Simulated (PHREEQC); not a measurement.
CaCl2 is added in steps, without added water, to 1 kg of water holding 0.0034 mol HF, 0.00018 mol NH4HF2 and 3.8e-05 mol H2SO4, at 25 °C. O2 is buffered at 0.21 atm. CO2 from the air is kept out. Solids allowed: Gypsum, Fluorite, Portlandite. Others were left out.

Base run: PHREEQC, ion-association model, wateq4f.dat. Each further column changes one thing. The table gives pH.

| CaCl2 added (mol) | base | NH4HF2 left out | temperature from 25 to 5 °C | 0.00043 mol/kgw CO2 added | no solid may form |
|---|---|---|---|---|---|
| 0 | 2.92 | 2.91 | 2.86 | 2.92 | 2.92 |
| 0.0007031 | 2.75 | 2.74 | 2.71 | 2.75 | 2.92 |
| 0.001406 | 2.63 | 2.64 | 2.59 | 2.63 | 2.92 |
| 0.002344 | 2.57 | 2.59 | 2.53 | 2.57 | 2.92 |
| 0.003047 | 2.56 | 2.58 | 2.52 | 2.56 | 2.92 |
| 0.00375 | 2.55 | 2.57 | 2.51 | 2.55 | 2.92 |
| 0.004453 | 2.54 | 2.56 | 2.51 | 2.54 | 2.91 |
| 0.005156 | 2.54 | 2.56 | 2.51 | 2.54 | 2.91 |
| 0.006094 | 2.54 | 2.56 | 2.51 | 2.54 | 2.91 |
| 0.006797 | 2.54 | 2.56 | 2.51 | 2.54 | 2.91 |
| 0.0075 | 2.54 | 2.56 | 2.51 | 2.54 | 2.91 |

 Away from 25 °C the constants follow the database's enthalpies or fits; those with neither stay at their 25 °C values. In at least one series the solution becomes supersaturated in solids that the run did not let form, among them Fluorite. Solids allowed in the column '0.00043 mol/kgw CO2 added': Calcite, Gypsum, Fluorite, Portlandite.
